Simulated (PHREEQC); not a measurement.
Consider water at 15 °C with 0.052 mol/kgw HF, 0.00138 mol/kgw H2SiF6, 1.82e-05 mol/kgw H3BO3 and 0.0062 mol/kgw HNO3. Closed to the air; pH follows from the charge balance.

The numbers come from PHREEQC with the ion-association model, phreeqc.dat.

This is a speciation only: nothing precipitates in the calculation.

Question: Estimate the pH, ionic strength.

Answer: pH 1.93; ionic strength 0.0145 mol/kgw.

Question: In which forms is F present?

Answer: HF 78 %, SiF6-2 14 %, F- 5.9 %, HF2- 2.0 % of the F.

Complexes and solids missing from the database can't appear. SiF6-2 is the database's only silicon fluoride. Real BF4- forms and hydrolyses slowly; the run takes it at equilibrium.
